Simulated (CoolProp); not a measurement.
Properties of isobutane along the isotherm 301.85 °C.

Computed with CoolProp (reference Helmholtz-energy equation of state, Bücker 2006).

```
p (bar)          phase       Z  expansivity (1/kK)
-------  -------------  ------  ------------------
5.67               gas  0.9838               1.849
11.3               gas  0.9679               1.966
17                 gas  0.9519               2.092
22.7               gas  0.9361               2.225
28.4               gas  0.9206               2.367
34                 gas  0.9056               2.513
39.7     supercritical  0.8906               2.668
45.4     supercritical  0.8761               2.829
51       supercritical  0.8623               2.990
56.7     supercritical  0.8489               3.156
62.4     supercritical  0.8361               3.321
68       supercritical  0.8243               3.479
73.7     supercritical  0.8132               3.631
79.4     supercritical  0.8031               3.772
85.1     supercritical  0.7941               3.895
90.7     supercritical  0.7864               3.998
```
